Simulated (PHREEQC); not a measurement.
A made-up water analysis in mg/kgw, 45 °C, pH 7.37, pe 12.7: Na 25.8; K 0.239; Ca 60.8; Mg 4.39; Cl 98.2; S(6) as SO4 27.2; Alkalinity as HCO3 61.2; Cd 0.378.

Cl is adjusted to close the charge balance.
Valence states are taken as typed.

All values are PHREEQC results (ion-association model, wateq4f.dat), not measurements.

* **ionic strength**: 0.00627 mol/kgw
* **activity of water**: 0.960

```json
[
 {"species": "O2", "molality": "2.37", "activity": "2.37", "log γ": "0.001"},
 {"species": "Cl-", "molality": "0.00296", "activity": "0.00271", "log γ": "-0.038"},
 {"species": "Ca+2", "molality": "0.00146", "activity": "0.00104", "log γ": "-0.147"},
 {"species": "Na+", "molality": "0.00112", "activity": "0.00103", "log γ": "-0.037"},
 {"species": "HCO3-", "molality": "0.000972", "activity": "0.000893", "log γ": "-0.037"},
 {"species": "SO4-2", "molality": "0.000233", "activity": "0.000166", "log γ": "-0.148"},
 {"species": "Mg+2", "molality": "0.000171", "activity": "0.000122", "log γ": "-0.145"},
 {"species": "CO2", "molality": "7.72e-5", "activity": "7.73e-5", "log γ": "0.001"},
 {"species": "CaSO4", "molality": "4.09e-5", "activity": "4.09e-5", "log γ": "0.001"},
 {"species": "CaHCO3+", "molality": "1.58e-5", "activity": "1.45e-5", "log γ": "-0.036"},
 {"species": "MgSO4", "molality": "7.70e-6", "activity": "7.71e-6", "log γ": "0.001"},
 {"species": "K+", "molality": "6.10e-6", "activity": "5.59e-6", "log γ": "-0.038"},
 {"species": "CaCO3", "molality": "3.86e-6", "activity": "3.87e-6", "log γ": "0.001"}
]
```

No solid was allowed to form. Saturation is exceeded, for instance for Otavite; the values hold only as long as no solid forms. Constants without temperature data keep their 25 °C values here.
